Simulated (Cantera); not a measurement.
**MgO + N2 (sublimation and decomposition of ceramics)**

A closed system holds: 1 mol MgO, 3.1 mol N2, held at 2775 K and 5.00 mbar.

Equilibrium computed with Cantera from the NASA thermochemical tables; the gas is ideal and each condensed phase is pure. Candidate condensed phases: Mg, MgO; 13 gas species. Rates play no part.

x(N2): 0.627
x(Mg): 0.201
x(O): 0.124
x(O2): 0.0320
x(NO): 0.0124
x(MgO): 0.00361
x(N): 3.25e-5
x(MgN): 2.13e-6
gas amount: 4.896 mol
log10 activity of Mg(l) (absent): -5.35
